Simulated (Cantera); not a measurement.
Input (Python, Cantera) and output of one run.

```python
import numpy as np
import cantera as ct

gas_names = """
    AL ALCL ALCL2 ALCL3 ALH ALN ALO ALOCL ALOH ALO2 ALO2H AL2 AL2CL6 AL2O AL2O2 CL CLO CL2 H HALO HCL
    HNO HNO2 HNO3 HOCL HO2 H2 H2O H2O2 N NH NH2 NH3 NH2OH NO NO2 NO3 N2 N2H2 N2H4 N2O O OH O2 O3
""".split()
cond_names = """
    AL(cr) AL(L) ALCL3(s) ALCL3(L) ALN(s) AL2O3(a) AL2O3(L) H2O(s) H2O(L) NH4CL(a) NH4CL(b)
""".split()


def load(file, names, dense=False):
    # The tables refer to 1 bar. Condensed volumes are neglected.
    table = {s.name: s for s in ct.Species.list_from_file(file)}
    out = []
    for n in names:
        d = dict(table[n].input_data)
        d["thermo"] = dict(d["thermo"], **{"reference-pressure": 1e5})
        if dense:
            d["equation-of-state"] = {"model": "constant-volume", "density": "1e6 g/cm^3"}
        out.append(ct.Species.from_dict(d))
    return out


gas = ct.Solution(thermo="ideal-gas", species=load("nasa_gas.yaml", gas_names))
cond = {s.name: ct.Solution(thermo="fixed-stoichiometry", species=[s], name=s.name)
        for s in load("nasa_condensed.yaml", cond_names, dense=True)}
atoms = {
    'AlCl3': {'AL': 1, 'CL': 3},
    'H2O': {'H': 2, 'O': 1},
    'N2': {'N': 2},
}
top_T = {'ALN(s)': 2750}  # K; cautious upper limits of use, not melting points


def equilibrate(T, P, feed):
    n = {}
    for name, mol in feed.items():
        for a, k in atoms[name].items():
            n[a] = n.get(a, 0.0) + k * mol
    gas.TPX = T, P, n
    mass = sum(n.values()) * gas.mean_molecular_weight
    gas.equilibrate("TP")
    valid = [c for c in cond.values() if c.min_temp <= T <= top_T.get(c.name, c.max_temp)]
    mix = ct.Mixture([(gas, mass / gas.mean_molecular_weight)] + [(c, 0.0) for c in valid])
    mix.T, mix.P = T, P
    mix.equilibrate("TP", solver="vcs", rtol=1e-11, max_steps=5000)
    return mix


results = []
feed = {'AlCl3': 1, 'H2O': 4.2, 'N2': 500}  # mol
P = 180  # Pa
for T in [1273, 1348, 1423, 1498, 1573, 1648, 1723, 1798, 1873, 1948, 2023]:
    mix = equilibrate(T, P, feed)
    results.append((T, P, feed, dict(zip(mix.species_names, mix.species_moles))))
    x = sorted(zip(gas.X, gas.species_names), reverse=True)
    print(f"T = {T:g} K  P = {P:g} Pa  gas = {mix.phase_moles(0):.4g} mol")
    print("   x: " + "  ".join(f"{s} {v:.3e}" for v, s in x if v > 0.001))
    print("   condensed (mol): " + ("  ".join(f"{mix.phase(i).name} {mix.phase_moles(i):.4g}"
          for i in range(1, mix.n_phases) if mix.phase_moles(i) > 1e-12) or "none"))
```

It prints:

```
T = 1273 K  P = 180 Pa  gas = 505.7 mol
   x: N2 9.887e-01  HCL 5.909e-03  H2O 5.338e-03
   condensed (mol): AL2O3(a) 0.5
T = 1348 K  P = 180 Pa  gas = 505.7 mol
   x: N2 9.887e-01  HCL 5.882e-03  H2O 5.335e-03
   condensed (mol): AL2O3(a) 0.5
T = 1423 K  P = 180 Pa  gas = 505.7 mol
   x: N2 9.887e-01  HCL 5.833e-03  H2O 5.330e-03
   condensed (mol): AL2O3(a) 0.5
T = 1498 K  P = 180 Pa  gas = 505.8 mol
   x: N2 9.886e-01  HCL 5.750e-03  H2O 5.317e-03
   condensed (mol): AL2O3(a) 0.5
T = 1573 K  P = 180 Pa  gas = 505.8 mol
   x: N2 9.885e-01  HCL 5.620e-03  H2O 5.291e-03
   condensed (mol): AL2O3(a) 0.5
T = 1648 K  P = 180 Pa  gas = 505.9 mol
   x: N2 9.884e-01  HCL 5.428e-03  H2O 5.241e-03
   condensed (mol): AL2O3(a) 0.5
T = 1723 K  P = 180 Pa  gas = 506 mol
   x: N2 9.882e-01  HCL 5.159e-03  H2O 5.149e-03
   condensed (mol): AL2O3(a) 0.5
T = 1798 K  P = 180 Pa  gas = 506.1 mol
   x: N2 9.878e-01  H2O 4.988e-03  HCL 4.807e-03  CL 1.120e-03
   condensed (mol): AL2O3(a) 0.5
T = 1873 K  P = 180 Pa  gas = 506.4 mol
   x: N2 9.873e-01  H2O 4.720e-03  HCL 4.372e-03  CL 1.551e-03  H2 1.055e-03
   condensed (mol): AL2O3(a) 0.4998
T = 1948 K  P = 180 Pa  gas = 506.8 mol
   x: N2 9.865e-01  H2O 4.303e-03  HCL 3.865e-03  CL 2.053e-03  H2 1.414e-03  H 1.001e-03
   condensed (mol): AL2O3(a) 0.4995
T = 2023 K  P = 180 Pa  gas = 507.3 mol
   x: N2 9.854e-01  H2O 3.701e-03  HCL 3.304e-03  CL 2.605e-03  H 1.887e-03  H2 1.778e-03
   condensed (mol): AL2O3(a) 0.4987
```

Method: chemical equilibrium by Gibbs-energy minimisation in Cantera with the NASA 1993 tables (ideal gas, pure condensed phases).
